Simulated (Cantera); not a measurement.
Cantera run:

```python
import numpy as np
import cantera as ct

gas_names = """
    AL ALCL ALCL2 ALCL3 ALN AL2 AL2CL6 CL CL2 N N2
""".split()
cond_names = """
    AL(cr) AL(L) ALCL3(s) ALCL3(L) ALN(s)
""".split()


def load(file, names, dense=False):
    # The tables refer to 1 bar. Condensed volumes are neglected.
    table = {s.name: s for s in ct.Species.list_from_file(file)}
    out = []
    for n in names:
        d = dict(table[n].input_data)
        d["thermo"] = dict(d["thermo"], **{"reference-pressure": 1e5})
        if dense:
            d["equation-of-state"] = {"model": "constant-volume", "density": "1e6 g/cm^3"}
        out.append(ct.Species.from_dict(d))
    return out


gas = ct.Solution(thermo="ideal-gas", species=load("nasa_gas.yaml", gas_names))
cond = {s.name: ct.Solution(thermo="fixed-stoichiometry", species=[s], name=s.name)
        for s in load("nasa_condensed.yaml", cond_names, dense=True)}
atoms = {
    'AlCl3': {'AL': 1, 'CL': 3},
    'N2': {'N': 2},
}
top_T = {'ALN(s)': 2750}  # K; cautious upper limits of use, not melting points


def equilibrate(T, P, feed):
    n = {}
    for name, mol in feed.items():
        for a, k in atoms[name].items():
            n[a] = n.get(a, 0.0) + k * mol
    gas.TPX = T, P, n
    mass = sum(n.values()) * gas.mean_molecular_weight
    gas.equilibrate("TP")
    valid = [c for c in cond.values() if c.min_temp <= T <= top_T.get(c.name, c.max_temp)]
    mix = ct.Mixture([(gas, mass / gas.mean_molecular_weight)] + [(c, 0.0) for c in valid])
    mix.T, mix.P = T, P
    mix.equilibrate("TP", solver="vcs", rtol=1e-11, max_steps=5000)
    return mix


results = []
feed = {'AlCl3': 1, 'N2': 21}  # mol
T = 1423  # K
P = 66000  # Pa
mix = equilibrate(T, P, feed)
results.append((T, P, feed, dict(zip(mix.species_names, mix.species_moles))))
x = sorted(zip(gas.X, gas.species_names), reverse=True)
print(f"T = {T:g} K  P = {P:g} Pa  gas = {mix.phase_moles(0):.4g} mol")
print("   x: " + "  ".join(f"{s} {v:.3e}" for v, s in x if v > 1e-05))
print("   condensed (mol): " + ("  ".join(f"{mix.phase(i).name} {mix.phase_moles(i):.4g}"
      for i in range(1, mix.n_phases) if mix.phase_moles(i) > 1e-12) or "none"))
```

Output:

```
T = 1423 K  P = 66000 Pa  gas = 22 mol
   x: N2 9.545e-01  ALCL3 4.543e-02  ALCL2 1.840e-05  CL 1.818e-05
   condensed (mol): none
```

These are equilibrium values from Cantera (NASA tables, ideal gas, pure condensed phases), not measurements of a reactor. The tables' values for AlCl2 are old estimates; treat these amounts as uncertain.
